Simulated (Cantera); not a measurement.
Feed: 1 mol SiCl₄, 0.0045 mol Cl₂, 5.2 mol H₂, at 1.20 mbar.

Method: chemical equilibrium by Gibbs-energy minimisation in Cantera with the NASA 1993 tables (ideal gas, pure condensed phases). Candidate condensed phases: Si; 19 gas species. The tables' values for SiCl₃, SiCl are old estimates; treat these amounts as uncertain. The numbers say what is thermodynamically allowed, not how fast it happens. All values below are at 1598 K.

Base state: H₂ 0.583, HCl 0.276, SiCl₂ 0.136, SiCl₃ 0.00235, H 0.00117, Cl 0.000439, SiCl₄ 0.000101, SiCl 9.85e-5 (mole fractions); condensed: gas only.

**Question.** What changes in the equilibrium state with this change: pressure from 1.20 mbar to 0.133 bar?

**Answer.** 
```
species   before     after
-------  -------  --------
H₂         0.583     0.610
HCl        0.276     0.249
SiCl₂      0.136     0.113
SiCl₃    0.00235    0.0182
Si       2.36e-5   2.27e-7
SiH₂Cl₂  1.55e-6  0.000149
SiHCl₃   3.05e-5   0.00254
```
The tables' values for SiCl₃ are old estimates; treat these amounts as uncertain.
